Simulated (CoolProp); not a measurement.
Saturated liquid density (kg/m³) of octamethyltrisiloxane (MDM): the reference equation beside estimates from Tc = 565.4 K, pc = 1.438 MPa, ω = 0.528. Rackett uses Z = 0.29056 − 0.08775 ω.

Model: reference Helmholtz-energy equation of state, Thol 2017, in CoolProp.

| T (K) | reference | Rackett | Redlich-Kwong | Soave-Redlich-Kwong | Peng-Robinson |
|---|---|---|---|---|---|
| 325.7 | 787.3 | 892.6 | 668.6 | 710.2 | ? |
| 348.2 | 763.7 | 865.6 | 647.9 | ? | 780.7 |
| 370.7 | 739.4 | 837.5 | 625.6 | 673.4 | 759.9 |
| 393.2 | 714.1 | ? | 601.4 | 651.6 | 736.3 |
| 415.7 | 687.5 | 776.9 | 575.2 | 626.9 | 709.4 |
| 438.2 | 659.0 | ? | 546.3 | 598.9 | 678.5 |
| 460.7 | 628.1 | 707.4 | 514.5 | 566.5 | 642.5 |
| 483.2 | 593.7 | 667.4 | 478.7 | 528.7 | 599.8 |
| 505.7 | 553.9 | 621.7 | 437.6 | 483.2 | 547.9 |

**Question.** What belongs in the gaps?

**Answer.** 
- 325.7, Peng-Robinson: 799.3
- 348.2, Soave-Redlich-Kwong: 692.8
- 393.2, Rackett: 808.1
- 438.2, Rackett: 743.5

Absolute difference from the reference over all 9 rows, mean and median: Rackett 12.9 and 13.0 %, Redlich-Kwong 17.0 and 16.3 %, Soave-Redlich-Kwong 9.8 and 9.3 %, Peng-Robinson 2.2 and 2.3 %.
